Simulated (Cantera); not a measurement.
A Cantera script and its output.

```python
import numpy as np
import cantera as ct

gas = ct.Solution("gri30.yaml")
gas.TPX = 1098, 14000, {'CO': 0.015, 'O2': 0.23, 'H2O': 0.0037, 'N2': 1}
reactor = ct.IdealGasConstPressureReactor(gas, energy="off", clone=False)
net = ct.ReactorNet([reactor])
net.rtol, net.atol = 1e-08, 1e-18
show = ['CO', 'O2', 'H2O', 'O', 'H', 'CO2']
times = np.geomspace(6e-05, 50, 11)

steps = ct.SolutionArray(gas, extra=["t"])
rows = []
print(f"{'t/s':>10s}{'T/K':>9s}{'P/Pa':>11s}" + "".join(f"{s:>11s}" for s in show))
for t in times:
    while net.time < t:
        t_next = net.step()
        steps.append(gas.state, t=t_next)
    rows.append([np.interp(t, steps.t, y) for y in (steps.T, steps.P, *steps(*show).X.T)])
    print(f"{t:10.3e}{rows[-1][0]:9.1f}{rows[-1][1]:11.4g}" + "".join(f"{x:11.3e}" for x in rows[-1][2:]))
rate = np.gradient(steps.T, steps.t)
print("integrator steps:", len(steps.t))
if steps.T.max() > steps.T[0] + 200:
    print(f"time of steepest temperature rise: {steps.t[rate.argmax()]:.4e} s")
gas.TPX = 1098, 14000, {'CO': 0.015, 'O2': 0.23, 'H2O': 0.0037, 'N2': 1}
gas.equilibrate("TP")
print(f"equilibrium (TP): T = {gas.T:.1f} K  " + "  ".join(f"{s} {gas[s].X[0]:.3e}" for s in show))
```

Output:

```
       t/s      T/K       P/Pa         CO         O2        H2O          O          H        CO2
 6.000e-05   1098.0    1.4e+04  1.201e-02  1.842e-01  2.963e-03  1.556e-10  2.828e-14  1.559e-10
 2.345e-04   1098.0    1.4e+04  1.201e-02  1.842e-01  2.963e-03  6.073e-10  5.542e-13  6.114e-10
 9.169e-04   1098.0    1.4e+04  1.201e-02  1.842e-01  2.963e-03  2.411e-09  8.930e-12  2.480e-09
 3.584e-03   1098.0    1.4e+04  1.201e-02  1.842e-01  2.963e-03  1.297e-08  1.382e-10  1.441e-08
 1.401e-02   1098.0    1.4e+04  1.201e-02  1.842e-01  2.963e-03  7.619e-07  1.150e-08  9.362e-07
 5.477e-02   1098.0    1.4e+04  5.376e-03  1.809e-01  2.884e-03  8.950e-04  5.397e-05  6.671e-03
 2.141e-01   1098.0    1.4e+04  3.807e-04  1.794e-01  2.966e-03  6.493e-05  1.109e-06  1.170e-02
 8.370e-01   1098.0    1.4e+04  2.349e-05  1.793e-01  2.978e-03  4.185e-06  1.926e-08  1.206e-02
 3.272e+00   1098.0    1.4e+04  1.246e-06  1.793e-01  2.980e-03  2.783e-07  3.416e-10  1.208e-02
 1.279e+01   1098.0    1.4e+04  4.858e-08  1.793e-01  2.981e-03  2.483e-08  8.851e-12  1.209e-02
 5.000e+01   1098.0    1.4e+04  6.972e-10  1.793e-01  2.981e-03  4.892e-09  7.618e-13  1.209e-02
integrator steps: 1681
equilibrium (TP): T = 1098.0 K  CO 9.696e-11  O2 1.792e-01  H2O 2.981e-03  O 2.702e-09  H 3.243e-13  CO2 1.209e-02
```

Detailed kinetics in Cantera: GRI-Mech 3.0 (53 species, 325 reactions).
